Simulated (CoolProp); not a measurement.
R227EA at 293.15 K and 6.68 MPa flows at 16 m/s in a round tube of 20 mm bore and 45 µm roughness, fully developed (64/Re and Nu = 3.66 if laminar; Colebrook and Gnielinski if turbulent). Each further row changes one setting.

Computed with CoolProp (reference Helmholtz-energy equation of state, Lemmon 2016).

```
case             Reynolds number  Darcy friction factor  pressure drop (Pa/m)  heat-transfer coefficient (W/(m² K))  mass flow (kg/h)
---------------  ---------------  ---------------------  --------------------  ------------------------------------  ----------------
as stated                1580000                 0.0243                225000                                 33400             26200
velocity 32 m/s          3170000                 0.0242                898000                                 66700             52400
diameter 40 mm           3170000                 0.0203                 94100                                 29400            105000
```

Viscosity comes from a separate model (Huber 2003), an estimate that may be off by 10 % or more. Thermal conductivity comes from a separate model (Huber 2003), an estimate that may be off by 10 % or more.
